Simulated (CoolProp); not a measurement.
Dimethyl carbonate at 497.65 K and 3.56 MPa is throttled through a valve to 0.703 MPa with no heat exchange. Each further row changes one setting.

Values from CoolProp's reference Helmholtz-energy equation of state, Zhou 2011.

```json
[
 {"case": "as stated", "temperature change (K)": "[?]", "final phase": "[?]", "final density (kg/m³)": "[?]"},
 {"case": "outlet pressure 0.211 MPa", "temperature change (K)": "-109.5", "final phase": "[?]", "final density (kg/m³)": "[?]"},
 {"case": "outlet pressure 0.914 MPa", "temperature change (K)": "[?]", "final phase": "[?]", "final density (kg/m³)": "[?]"}
]
```

Fill in the missing entries.


- as stated, temperature change (K): -58.6
- as stated, final phase: two-phase, vapour fraction 0.428
- as stated, final density (kg/m³): 44.6
- outlet pressure 0.211 MPa, final phase: two-phase, vapour fraction 0.677
- outlet pressure 0.211 MPa, final density (kg/m³): 9.12
- outlet pressure 0.914 MPa, temperature change (K): -45.5
- outlet pressure 0.914 MPa, final phase: two-phase, vapour fraction 0.349
- outlet pressure 0.914 MPa, final density (kg/m³): 69.2
